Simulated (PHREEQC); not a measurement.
Consider water at 25 °C with 0.0016 mol/kgw HF, 0.0004 mol/kgw (NH4)2SiF6 and 0.052 mol/kgw HBF4. Closed to the air; pH follows from the charge balance.

All values are PHREEQC results (ion-association model, phreeqc.dat), not measurements.

No solid was allowed to form.

Question: Order these F species by the share of F that they hold, largest first: BF4-, HF, SiF6-2, BF3OH-, BF2(OH)2-.

Answer: BF4- (91 %), HF (5.6 %), BF3OH- (2.1 %), SiF6-2 (1.1 %), BF2(OH)2- (0.16 %)

Question: Order these B species by the share of B that they hold, largest first: BF3OH-, BF2(OH)2-, BF4-, H3BO3.

Answer: BF4- (93 %), H3BO3 (4.2 %), BF3OH- (2.8 %), BF2(OH)2- (0.33 %)

The pH is 1.37 and the ionic strength 0.0513 mol/kgw. SiF6-2 is the database's only silicon fluoride. Real BF4- forms and hydrolyses slowly; the run takes it at equilibrium.
